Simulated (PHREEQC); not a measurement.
NH3 is added in steps, without added water, to 1 kg of water holding 0.028 mol NH4HF2, 0.0004 mol (NH4)2SiF6 and 0.0067 mol H2SO4, at 25 °C. O2 is buffered at 0.21 atm. No CO2 enters from the air. Only these solids could form: Quartz.

Base run: PHREEQC, ion-association model, phreeqc.dat. Each further column changes one thing. The table gives Quartz (mol).

| NH3 added (mol) | base | database wateq4f.dat | metal-ligand complexes left out | Debye-Hückel limiting law | Davies equation for every ion |
|---|---|---|---|---|---|
| 0 | 0 | 0 | 0 | 0 | 0 |
| 0.02 | 0 | 0 | 0 | 0 | 0 |
| 0.04 | 0 | 0 | 0 | 0 | 0 |
| 0.06 | 0.000287 | 0.000287 | 0.000287 | ? | 0.000287 |
| 0.07 | 0.000280 | 0.000281 | 0.000280 | ? | 0.000281 |
| 0.09 | 0.000268 | 0.000269 | 0.000268 | 0.000263 | 0.000268 |
| 0.11 | 0.000255 | 0.000257 | 0.000255 | 0.000249 | 0.000255 |
| 0.13 | 0.000242 | 0.000245 | 0.000242 | ? | 0.000243 |
| 0.15 | 0.000229 | 0.000233 | 0.000229 | 0.000222 | 0.000230 |
| 0.17 | 0.000217 | 0.000221 | 0.000217 | 0.000208 | 0.000218 |
| 0.18 | 0.000210 | 0.000215 | 0.000210 | 0.000201 | 0.000211 |
| 0.2 | 0.000198 | 0.000203 | 0.000198 | 0.000187 | 0.000199 |
| 0.22 | 0.000185 | 0.000191 | 0.000185 | 0.000174 | 0.000186 |
| 0.24 | 0.000173 | 0.000179 | 0.000173 | 0.000160 | 0.000174 |

Some entries are withheld; supply them.


- 0.06, Debye-Hückel limiting law: 0.000284
- 0.07, Debye-Hückel limiting law: 0.000277
- 0.13, Debye-Hückel limiting law: 0.000236

SiF6-2 is the database's only silicon fluoride. wateq4f.dat counts part of the HF as a dimer, H2F2, which phreeqc.dat doesn't know; its constant is uncertain. phreeqc.dat and wateq4f.dat share most of their constants, so their agreement is no independent check.
